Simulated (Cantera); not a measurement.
A perfectly stirred reactor is fed with 7.89 % CH₄, 92.1 % CO₂, at 12000 Torr; it is held at 1848 K, and followed from long to short residence time.

Detailed kinetics in Cantera: GRI-Mech 3.0 (53 species, 325 reactions). The pressure lies above the range GRI-Mech 3.0 was tuned for (to about 10 atm).

One state of this run: x CH₄ = 0.0149; x CO₂ = 0.740; x H₂O = 0.0870; x CH₃ = 0.000284; x C₂H₆ = 9.51e-5; x HO₂ = 2.66e-11; x CH₂O = 7.68e-5. x: mole fraction; the columns are a selection and need not sum to one.

Which value of τ (s) does it belong to?
A) 0.27
B) 0.00027
C) 0.0020
D) 0.0052

C, 0.0020
